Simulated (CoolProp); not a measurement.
Vapour-liquid equilibrium of n-hexane (1) + ethylbenzene (2) at 111.25 °C; x and y are mole fractions of (1).

The numbers come from the multi-fluid Helmholtz-energy mixture model, Thol 2019 and Zhou 2012; pair parameters Bell 2016 in CoolProp.

```json
[
 {"x": "0.05", "bubble pressure (MPa)": "0.06759", "y at the bubble point": "0.300", "dew pressure at overall composition x (MPa)": "0.05163", "liquid density (mol/L)": "7.356"},
 {"x": "0.2", "bubble pressure (MPa)": "0.1167", "y at the bubble point": "0.645", "dew pressure at overall composition x (MPa)": "0.06018", "liquid density (mol/L)": "7.252"},
 {"x": "0.35", "bubble pressure (MPa)": "0.1594", "y at the bubble point": "0.778", "dew pressure at overall composition x (MPa)": "0.07207", "liquid density (mol/L)": "7.143"},
 {"x": "0.5", "bubble pressure (MPa)": "0.1982", "y at the bubble point": "0.853", "dew pressure at overall composition x (MPa)": "0.08964", "liquid density (mol/L)": "7.028"},
 {"x": "0.65", "bubble pressure (MPa)": "0.2354", "y at the bubble point": "0.906", "dew pressure at overall composition x (MPa)": "0.1180", "liquid density (mol/L)": "6.907"},
 {"x": "0.8", "bubble pressure (MPa)": "0.2727", "y at the bubble point": "0.949", "dew pressure at overall composition x (MPa)": "0.1694", "liquid density (mol/L)": "6.780"},
 {"x": "0.95", "bubble pressure (MPa)": "0.3119", "y at the bubble point": "0.988", "dew pressure at overall composition x (MPa)": "0.2734", "liquid density (mol/L)": "6.644"}
]
```

No azeotrope shows between x = 0.05 and 0.95.

The pair parameters rest on a limited set of measurements; away from them the model extrapolates.
